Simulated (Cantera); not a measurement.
What does this Cantera script print?

```python
import numpy as np
import cantera as ct

gas = ct.Solution("gri30.yaml")
gas.TPX = 375, 620000, {'CH4': 1, 'C2H6': 0.33, 'C3H8': 0.035, 'O2': 6.28, 'N2': 23.6, 'H2O': 2.1}
inlet = ct.Reservoir(gas, clone=True)
gas.equilibrate("HP")  # start burning
reactor = ct.IdealGasConstPressureReactor(gas, energy="on", clone=False)
exhaust = ct.Reservoir(gas, clone=True)
tau = [0.39, 0.17, 0.073, 0.032, 0.014, 0.006, 0.0026, 0.0011, 0.0005, 0.00022, 9.4e-05][0]
for a, b in ((inlet, reactor), (reactor, exhaust)):
    ct.MassFlowController(a, b, mdot=lambda t: reactor.mass / tau)
net = ct.ReactorNet([reactor])
show = ['CH4', 'C2H6', 'C3H8', 'O', 'H2O2', 'O2']

rows = []
print(f"{'tau/s':>10s}{'T/K':>9s}" + "".join(f"{s:>11s}" for s in show))
for tau in [0.39, 0.17, 0.073, 0.032, 0.014, 0.006, 0.0026, 0.0011, 0.0005, 0.00022, 9.4e-05]:
    net.initial_time = 0.0
    net.advance(30 * tau)
    before = gas.X
    net.advance(40 * tau)
    drift = np.max(np.abs(gas.X - before) / (gas.X + 1e-9))
    rows.append([gas.T, *gas[show].X, drift])
    print(f"{tau:10.3e}{gas.T:9.1f}" + "".join(f"{x:11.3e}" for x in gas[show].X))
```

Result:

```
     tau/s      T/K        CH4       C2H6       C3H8          O       H2O2         O2
 3.900e-01   1526.4  4.793e-06  3.282e-07  3.743e-08  1.975e-06  7.290e-08  8.797e-02
 1.700e-01   1525.6  8.880e-06  6.384e-07  7.360e-08  2.930e-06  1.049e-07  8.802e-02
 7.300e-02   1524.1  1.668e-05  1.256e-06  1.459e-07  4.507e-06  1.559e-07  8.810e-02
 3.200e-02   1521.4  3.150e-05  2.466e-06  2.872e-07  6.967e-06  2.352e-07  8.828e-02
 1.400e-02   1515.7  6.235e-05  5.044e-06  5.846e-07  1.081e-05  3.716e-07  8.865e-02
 6.000e-03   1501.9  1.413e-04  1.173e-05  1.334e-06  1.646e-05  6.872e-07  8.958e-02
 2.600e-03   1428.1  6.679e-04  5.713e-05  6.044e-06  1.720e-05  3.899e-06  9.472e-02
 1.100e-03    375.0  2.999e-02  9.897e-03  1.050e-03  9.951e-32 -2.369e-18  1.883e-01
 5.000e-04    375.0  2.999e-02  9.897e-03  1.050e-03 -1.236e-33 -9.361e-22  1.883e-01
 2.200e-04    375.0  2.999e-02  9.897e-03  1.050e-03 -4.149e-35 -5.913e-23  1.883e-01
 9.400e-05    375.0  2.999e-02  9.897e-03  1.050e-03 -2.957e-36 -3.735e-24  1.883e-01
```

Computed with Cantera and GRI-Mech 3.0 (53 species, 325 reactions).
